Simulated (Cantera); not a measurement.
An isothermal, constant-pressure homogeneous reactor starts with 0.773 % H2, 99.0 % O2, 0.188 % N2, at 1300 K and 0.0133 bar.

Cantera simulation using GRI-Mech 3.0 (53 species, 325 reactions); the numbers are that mechanism's predictions, not measurements. Radical loss at walls, strong at low pressure, is not modelled.

One state of this run: x H2 = 1.25e-5; x O2 = 0.987; x H2O2 = 9.44e-9; x O = 0.00335; x H2O = 0.00740; x H = 7.38e-5. x: mole fraction; the columns are a selection and need not sum to one.

Question: Which value of t (s) does it belong to?
A. 0.0503
B. 12.7
C. 0.317
D. 0.00796

Answer: C, 0.317
